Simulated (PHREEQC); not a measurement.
**Brackish or sea water (model solution)**

Model water analysis in mmol/kgw, 25 °C, pH 7.2:

| constituent | mmol/kgw |
|---|---|
| Na | 131 |
| K | 0.165 |
| Ca | 2.82 |
| Mg | 46.8 |
| Cl | 215 |
| S(6) | 9.36 |
| Alkalinity (meq/kgw) | 2.47 |

Valence states are taken as typed.

Model: Pitzer model, pitzer.dat, run in PHREEQC.

No solid was allowed to form.

### Question
What activity of water does the model give?

### Answer
activity of water 0.993.

### Question
In which forms is C present?

### Answer
HCO3- 91 %, CO2 8.4 %, MgCO3 0.5 % of the C.

Saturation is exceeded, for instance for Magnesite (slow to form); the values hold only as long as no solid forms.
